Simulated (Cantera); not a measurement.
A closed system holds: 1 mol BN, 11 mol O2, 64 mol N2, 2.4 mol H2O, held at 1423.15 K and 10.0 Torr.

Cantera equilibrium calculation (NASA polynomials, part measured and part estimated; ideal gas, pure solids and liquids). Candidate condensed phases: B, BN, B2O3, B3O3H3, H2O; 39 gas species. Gases not in the tables: H3BO3. Rates play no part.

### Question
What is the equilibrium state?

### Answer
x(N2): 0.830
x(O2): 0.132
x(H2O): 0.0246
x(HBO2): 0.0125
x(NO): 0.000669
x(B2O3): 0.000186
x(OH): 5.02e-5
x(BO2): 3.16e-5
x(O): 4.24e-6
gas amount: 77.65 mol
log10 activity of B(s) (absent): -15.08
log10 activity of B3O3H3(s) (absent): -33.85
